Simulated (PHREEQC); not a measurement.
0.12 g of hydrous ferric oxide (600 m²/g; 0.2 weak and 0.005 strong sites per Fe, Dzombak-Morel constants, diffuse double layer) in 1 kg of water with 0.01 mol/kgw of an inert sodium salt and 8.8e-07 mol ZnCl2 and 1.4e-05 mol H3BO3, at 25 °C; the pH is set by adding NaOH or the inert anion's acid. O2 is buffered at 0.21 atm. No CO2 enters from the air. No solid was allowed to form.

Computed with PHREEQC (ion-association model, wateq4f.dat).

| pH | Zn sorbed (%) | B sorbed (%) | surface charge σ (C/m²) | surface potential ψ (mV) |
|---|---|---|---|---|
| 4 | 0.0 | 0.0 | 0.216 | 185 |
| 4.38 | 0.1 | 0.1 | 0.173 | 174 |
| 5.12 | 1.3 | 0.1 | 0.104 | 148 |
| 5.5 | ___ | 0.1 | 0.077 | 132 |
| 5.88 | 21.7 | 0.1 | 0.055 | 116 |
| 6.62 | ___ | 0.1 | 0.027 | 80 |
| 7 | 96.7 | 0.1 | ___ | 61 |
| 7.38 | 99.3 | 0.1 | 0.010 | 40 |
| 8.12 | 100.0 | 0.1 | ___ | 0 |
| 8.5 | 100.0 | 0.1 | -0.005 | -21 |
| 8.88 | 100.0 | 0.1 | -0.011 | -42 |
| 9.62 | 100.0 | 0.0 | -0.027 | ___ |
| 10 | 100.0 | 0.0 | -0.040 | -100 |

Problem. Some entries are withheld; supply them.

Solution. 
- 5.5, Zn sorbed (%): 5.6
- 6.62, Zn sorbed (%): 85.2
- 7, surface charge σ (C/m²): 0.017
- 8.12, surface charge σ (C/m²): 0.000
- 9.62, surface potential ψ (mV): -81

Complexes and solids missing from the database can't appear.
